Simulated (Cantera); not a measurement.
A closed system holds: 1 mol Fe₃O₄, 6.5 mol H₂, a varied amount of N₂, at 1750 °C and 1 atm.

These are equilibrium values from Cantera (NASA tables, ideal gas, pure condensed phases), not measurements of a reactor. Candidate condensed phases: Fe, FeO, Fe(OH)₂, Fe(OH)₃, Fe₂O₃, Fe₃O₄, H₂O; 27 gas species. Each liquid is taken as pure. Mutual solubility and eutectic melting of coexisting phases are not modelled. The tables' stoichiometric FeO is somewhat more stable than real wüstite, so its field is too wide. FeO: taken at fixed stoichiometry. Rates play no part.

x: gas mole fraction; n: condensed amount in mol.

```
n(N₂) (mol)   x N₂    x H₂   x H₂O         x H      x Fe  n Fe(l)  n FeO(l)
-----------  -----  ------  ------  ----------  --------  -------  --------
1.8          0.217   0.531   0.250     0.00138  0.000465     1.08      1.92
2.5          0.277   0.490   0.231     0.00132  0.000465     1.08      1.92
3.4          0.343   0.445   0.210     0.00126  0.000465     1.08      1.92
4.6          0.414   0.397   0.187     0.00119  0.000465     1.07      1.92
6.3          0.492   0.344   0.162     0.00111  0.000465     1.07      1.92
8.5          0.566   0.294   0.138  (withheld)  0.000465     1.07      1.92
12           0.648   0.238   0.112  (withheld)  0.000465     1.07      1.92
16           0.710   0.196  0.0923  (withheld)  0.000465     1.07      1.92
21           0.763   0.160  0.0755  (withheld)  0.000465     1.07      1.92
29           0.816   0.124  0.0585  (withheld)  0.000465     1.06      1.92
40           0.860  0.0947  0.0446  (withheld)  0.000465     1.06      1.92
54           0.892  0.0728  0.0343  (withheld)  0.000465     1.05      1.92
73           0.918  0.0554  0.0261  (withheld)  0.000465     1.04      1.92
```

Question: Some entries are withheld; supply them.

Answer: 
- 8.5, x H: 0.00102
- 12, x H: 0.000921
- 16, x H: 0.000835
- 21, x H: 0.000755
- 29, x H: 0.000665
- 40, x H: 0.000581
- 54, x H: 0.000509
- 73, x H: 0.000444
